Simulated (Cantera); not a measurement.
An isothermal, constant-pressure homogeneous reactor starts with H2 : O2 : N2 = 1.7 : 1 : 1.4 (molar parts), equivalence ratio 0.85, at 898 K and 23000 Pa. Integrator tolerance rtol = 1e-08.

Cantera simulation using the H2/O2 subset of GRI-Mech 3.0, which has no nitrogen chemistry; the numbers are that mechanism's predictions, not measurements. Below about 950 K walls govern HO2 and H2O2 in real vessels. The temperature is held fixed by assumption; the heat of reaction is taken as removed at once.

What does this change do: temperature 898 to 850 K?


```csv
quantity,before,after
x(H2) at 80.0 s,4.70e-5 (gas-phase equilibrium 1.52e-11),0.0553 (gas-phase equilibrium 2.35e-12)
x(O2) at 80.0 s,0.0462 (gas-phase equilibrium 0.0462),0.0724 (gas-phase equilibrium 0.0462)
x(OH) at 80.0 s,9.06e-9 (gas-phase equilibrium 2.84e-8),1.02e-8 (gas-phase equilibrium 8.31e-9)
x(H) at 80.0 s,6.29e-11 (gas-phase equilibrium <1e-12),4.37e-8 (gas-phase equilibrium <1e-12)
x(HO2) at 80.0 s,3.71e-7 (gas-phase equilibrium 7.70e-11),1.46e-5 (gas-phase equilibrium 2.82e-11)
x(H2O2) at 80.0 s,5.25e-8 (gas-phase equilibrium 3.55e-11),0.000266 (gas-phase equilibrium 1.59e-11)
x(H2O) at 80.0 s,0.523 (gas-phase equilibrium 0.523),0.453 (gas-phase equilibrium 0.523)
```
